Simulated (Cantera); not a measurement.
Charge: 1 mol SiCl₄, 190 mol N₂, held at 1723 K and 13300 Pa.

Cantera equilibrium calculation (NASA polynomials, part measured and part estimated; ideal gas, pure solids and liquids). Candidate condensed phases: Si, Si₃N₄; 13 gas species. The tables' values for SiCl₃ are old estimates; treat these amounts as uncertain. Kinetics and transport are ignored.

Base state: N₂ 0.992, SiCl₄ 0.00344, Cl 0.00243, SiCl₃ 0.00111, SiCl₂ 0.000674, Cl₂ 1.68e-5 (mole fractions); condensed: gas only.

Q: What changes in the equilibrium state with this change: temperature from 1723 K to 1350 K?

A: 
```csv
species,before,after
N₂,0.992,0.995
SiCl₄,0.00344,0.00519
Cl,0.00243,4.72e-5
SiCl₂,0.000674,1.94e-6
SiCl₃,0.00111,4.49e-5
Cl₂,1.68e-5,8.16e-7
```
